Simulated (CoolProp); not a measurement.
n-undecane at several states: density (kg/m³) from the reference equation and from simpler models built on Tc = 638.8 K, pc = 1.990 MPa, ω = 0.539; each cubic takes its own stable root.

The numbers come from the reference Helmholtz-energy equation of state, Aleksandrov 2011 in CoolProp. It is a short technical equation, of lower accuracy than the large ones.

```
T (K)  p (MPa)   phase  reference  van der Waals  Redlich-Kwong  Soave-Redlich-Kwong  Peng-Robinson
-----  -------  ------  ---------  -------------  -------------  -------------------  -------------
486.2    0.209  liquid      583.4          8.623          8.806                494.3          559.8
522.9    0.461  liquid      546.5          18.93          19.70                457.9          519.2
488.2    0.021     gas     0.8180         0.8135         0.8149               0.8162         0.8166
```

At some of these states van der Waals, Redlich-Kwong gives the other phase, because its saturation line lies elsewhere.
